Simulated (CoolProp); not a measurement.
R236FA along the isotherm 220.2 K: fugacity coefficient from the reference equation and from simpler models built on Tc = 398.1 K, pc = 3.191 MPa, ω = 0.377; each cubic takes its own stable root.

The numbers come from the reference Helmholtz-energy equation of state, Pan 2012 in CoolProp.

```csv
p (MPa),phase,reference
0.0151,liquid,0.4151
0.0222,liquid,0.2824
0.0326,liquid,0.1924
0.0479,liquid,0.1311
0.0703,liquid,0.08941
0.103,liquid,0.06113
0.151,liquid,0.04180
0.222,liquid,0.02854
0.326,liquid,0.01954
0.479,liquid,0.01340
0.703,liquid,0.009240
1.03,liquid,0.006415
1.51,liquid,0.004486
2.22,liquid,0.003166
3.26,liquid,0.002275
4.79,liquid,0.001676
```

### Question
How far does each simpler model (van der Waals, Redlich-Kwong, Soave-Redlich-Kwong) lie from the reference over these 16 states: mean and median of the absolute difference, and the worst?

### Answer
- van der Waals: mean 1827.9 %, median 2442.5 %, worst +2893.4 % at 220.2 K and 4.79 MPa
- Redlich-Kwong: mean 302.6 %, median 315.3 %, worst +330.7 % at 220.2 K and 4.79 MPa
- Soave-Redlich-Kwong: mean 0.8 %, median 0.8 %, worst +1.9 % at 220.2 K and 4.79 MPa

At some of these states van der Waals, Redlich-Kwong gives the other phase, because its saturation line lies elsewhere.
